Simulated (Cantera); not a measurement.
A closed system holds: 1 mol Si3N4, 0.75 mol H2O, 0.56 mol H2, equilibrated at 2000 K.

Method: chemical equilibrium by Gibbs-energy minimisation in Cantera with the NASA 1993 tables (ideal gas, pure condensed phases). Candidate condensed phases: H2O, Si, SiO2, Si2N2O, Si3N4; 35 gas species. Mutual solubility and eutectic melting of coexisting phases are not modelled. Gases not in the tables: Si2H6 and higher silanes. Kinetics and transport are ignored.

What share of the Si ends up in condensed phases as a function of P (Pa), at 1, 10, 100, 1000, 10000, 100000?


```csv
P (Pa),Si condensed (%),as
1,0.0,-
10,0.0,-
100,68.4,Si(l)
1000,74.3,Si(l)
10000,74.9,Si(l)
100000,99.7,Si(l) + Si2N2O(s) + Si3N4(s)
```
